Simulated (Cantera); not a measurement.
Input (Python, Cantera):

```python
import numpy as np
import cantera as ct

gas = ct.Solution("gri30.yaml")
gas.TPX = 1598, 1100000, {'CO': 1, 'H2': 0.14, 'CH4': 1.5, 'O2': 5.36, 'N2': 20.1, 'CO2': 3.9}
reactor = ct.IdealGasConstPressureReactor(gas, energy="on", clone=False)
net = ct.ReactorNet([reactor])
net.rtol, net.atol = 1e-08, 1e-16
show = ['CO', 'H2', 'CH4', 'NO', 'C2H2']
times = np.geomspace(5e-06, 0.4, 16)

steps = ct.SolutionArray(gas, extra=["t"])
rows = []
print(f"{'t/s':>10s}{'T/K':>9s}{'P/Pa':>11s}" + "".join(f"{s:>11s}" for s in show))
for t in times:
    while net.time < t:
        t_next = net.step()
        steps.append(gas.state, t=t_next)
    rows.append([np.interp(t, steps.t, y) for y in (steps.T, steps.P, *steps(*show).X.T)])
    print(f"{t:10.3e}{rows[-1][0]:9.1f}{rows[-1][1]:11.4g}" + "".join(f"{x:11.3e}" for x in rows[-1][2:]))
rate = np.gradient(steps.T, steps.t)
print("integrator steps:", len(steps.t))
if steps.T.max() > steps.T[0] + 200:
    print(f"time of steepest temperature rise: {steps.t[rate.argmax()]:.4e} s")
gas.TPX = 1598, 1100000, {'CO': 1, 'H2': 0.14, 'CH4': 1.5, 'O2': 5.36, 'N2': 20.1, 'CO2': 3.9}
gas.equilibrate("HP")
print(f"equilibrium (HP): T = {gas.T:.1f} K  " + "  ".join(f"{s} {gas[s].X[0]:.3e}" for s in show))
```

It prints:

```
       t/s      T/K       P/Pa         CO         H2        CH4         NO       C2H2
 5.000e-06   1598.0    1.1e+06  3.124e-02  4.374e-03  4.683e-02  2.964e-13  9.031e-12
 1.061e-05   1598.3    1.1e+06  3.123e-02  4.367e-03  4.670e-02  1.566e-12  5.404e-10
 2.253e-05   1602.1    1.1e+06  3.124e-02  4.373e-03  4.573e-02  1.314e-11  5.874e-08
 4.782e-05   1673.2    1.1e+06  3.446e-02  6.715e-03  3.446e-02  6.484e-10  2.234e-05
 1.015e-04   2592.1    1.1e+06  1.401e-02  1.080e-03  3.931e-17  2.917e-04  1.953e-20
 2.154e-04   2593.2    1.1e+06  1.372e-02  1.064e-03  3.811e-17  9.603e-04  1.704e-20
 4.573e-04   2591.2    1.1e+06  1.366e-02  1.060e-03  3.789e-17  2.285e-03  1.667e-20
 9.707e-04   2587.6    1.1e+06  1.356e-02  1.054e-03  3.746e-17  4.672e-03  1.601e-20
 2.060e-03   2582.4    1.1e+06  1.342e-02  1.046e-03  3.683e-17  8.077e-03  1.507e-20
 4.373e-03   2577.9    1.1e+06  1.331e-02  1.039e-03  3.628e-17  1.100e-02  1.428e-20
 9.283e-03   2576.4    1.1e+06  1.327e-02  1.037e-03  3.610e-17  1.196e-02  1.403e-20
 1.970e-02   2576.3    1.1e+06  1.327e-02  1.037e-03  3.609e-17  1.201e-02  1.401e-20
 4.183e-02   2576.3    1.1e+06  1.327e-02  1.037e-03  3.609e-17  1.201e-02  1.401e-20
 8.878e-02   2576.3    1.1e+06  1.327e-02  1.037e-03  3.609e-17  1.201e-02  1.401e-20
 1.884e-01   2576.3    1.1e+06  1.327e-02  1.037e-03  3.609e-17  1.201e-02  1.401e-20
 4.000e-01   2576.3    1.1e+06  1.327e-02  1.037e-03  3.609e-17  1.201e-02  1.401e-20
integrator steps: 1729
time of steepest temperature rise: 5.5782e-05 s
equilibrium (HP): T = 2576.3 K  CO 1.327e-02  H2 1.037e-03  CH4 5.045e-17  NO 1.201e-02  C2H2 1.582e-20
```

Detailed kinetics in Cantera: GRI-Mech 3.0 (53 species, 325 reactions).
